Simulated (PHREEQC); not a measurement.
Buffer: an equilibrium model

Dissolve 0.0027 mol NaHSO4, 0.013 mol Na2CO3 and 0.0082 mol KCl per kg of water at 6.1 °C. Closed to the air; pH follows from the charge balance.

All values are PHREEQC results (ion-association model, wateq4f.dat), not measurements.

* **pH**: 10.82
* **ionic strength**: 0.0476 mol/kgw
* **total alkalinity**: 23.3 meq/kg

```
species  molality  activity   log γ
-------  --------  --------  ------
Na+        0.0277    0.0230  -0.081
CO3-2     0.00930   0.00453  -0.312
Cl-       0.00820   0.00673  -0.086
K+        0.00815   0.00669  -0.086
HCO3-     0.00283   0.00237  -0.078
SO4-2     0.00251   0.00120  -0.321
NaCO3-   0.000839  0.000701  -0.078
OH-      0.000166  0.000136  -0.087
NaSO4-   0.000145  0.000121  -0.078
KSO4-     4.74e-5   3.96e-5  -0.078
```

No solid was allowed to form. Away from 25 °C the constants follow the database's enthalpies or fits; those with neither stay at their 25 °C values.
